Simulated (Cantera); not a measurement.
An adiabatic, constant-pressure homogeneous reactor starts with 20.7 % CO, 13.4 % H₂, 3.31 % CH₄, 13.2 % O₂, 49.4 % N₂, at 1100 K and 750 Torr.

Detailed kinetics in Cantera: GRI-Mech 3.0 (53 species, 325 reactions).

Task: Predict: time of steepest temperature rise; temperature at 5.00 s; equilibrium temperature; x(CO) at 5.00 s; x(H₂) at 5.00 s; x(HCO) at 5.00 s; x(NO) at 5.00 s.

Result: 
* **time of steepest temperature rise**: 0.474 ms
* **temperature at 5.00 s**: 2600 K
* **equilibrium temperature**: 2600 K
* **x(CO) at 5.00 s**: 0.174 (gas-phase equilibrium 0.174)
* **x(H₂) at 5.00 s**: 0.0515 (gas-phase equilibrium 0.0515)
* **x(HCO) at 5.00 s**: 1.88e-7 (gas-phase equilibrium 1.88e-7)
* **x(NO) at 5.00 s**: 0.00138 (gas-phase equilibrium 0.00138)
